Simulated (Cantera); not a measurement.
Low-pressure radical oxidation in H2/O2

An isothermal, constant-pressure homogeneous reactor starts with H2 : O2 : N2 = 0.0056 : 1 : 0.45 (molar parts), at 1275 K and 0.975 Torr.

Detailed kinetics in Cantera: the H2/O2 subset of GRI-Mech 3.0, which has no nitrogen chemistry. Radical loss at walls, strong at low pressure, is not modelled.

```json
[
 {"t (s)": "1.00e-6", "x H2": "0.00385", "x O2": "0.687", "x OH": "<1e-12", "x O": "<1e-12", "x HO2": "<1e-12", "x H": "<1e-12", "x H2O2": "<1e-12"},
 {"t (s)": "5.55e-6", "x H2": "0.00385", "x O2": "0.687", "x OH": "<1e-12", "x O": "<1e-12", "x HO2": "4.99e-12", "x H": "4.96e-12", "x H2O2": "<1e-12"},
 {"t (s)": "3.08e-5", "x H2": "0.00385", "x O2": "0.687", "x OH": "<1e-12", "x O": "<1e-12", "x HO2": "2.77e-11", "x H": "2.68e-11", "x H2O2": "<1e-12"},
 {"t (s)": "0.000171", "x H2": "0.00385", "x O2": "0.687", "x OH": "2.57e-11", "x O": "2.57e-11", "x HO2": "1.54e-10", "x H": "1.28e-10", "x H2O2": "<1e-12"},
 {"t (s)": "0.000949", "x H2": "0.00385", "x O2": "0.687", "x OH": "4.92e-10", "x O": "5.02e-10", "x HO2": "8.53e-10", "x H": "3.75e-10", "x H2O2": "<1e-12"},
 {"t (s)": "0.00527", "x H2": "0.00385", "x O2": "0.687", "x OH": "4.90e-9", "x O": "5.44e-9", "x HO2": "4.73e-9", "x H": "7.43e-10", "x H2O2": "<1e-12"},
 {"t (s)": "0.0292", "x H2": "0.00385", "x O2": "0.687", "x OH": "1.07e-7", "x O": "1.38e-7", "x HO2": "2.62e-8", "x H": "8.59e-9", "x H2O2": "1.80e-11"},
 {"t (s)": "0.162", "x H2": "0.000624", "x O2": "0.684", "x OH": "0.000831", "x O": "0.00258", "x HO2": "4.90e-8", "x H": "0.000148", "x H2O2": "2.24e-9"},
 {"t (s)": "0.901", "x H2": "9.07e-6", "x O2": "0.683", "x OH": "0.000386", "x O": "0.00347", "x HO2": "2.72e-8", "x H": "8.34e-5", "x H2O2": "5.85e-10"},
 {"t (s)": "5.00", "x H2": "8.54e-6", "x O2": "0.683", "x OH": "0.000375", "x O": "0.00326", "x HO2": "2.64e-8", "x H": "7.61e-5", "x H2O2": "5.77e-10"}
]
```
x: mole fraction; the columns are a selection and need not sum to one.

Equilibrium at this temperature and pressure: H2 7.16e-9, O2 0.686, OH 1.09e-5, O 2.58e-6, HO2 2.66e-9, H 1.74e-9, H2O2 5.19e-12 (gas phase only).
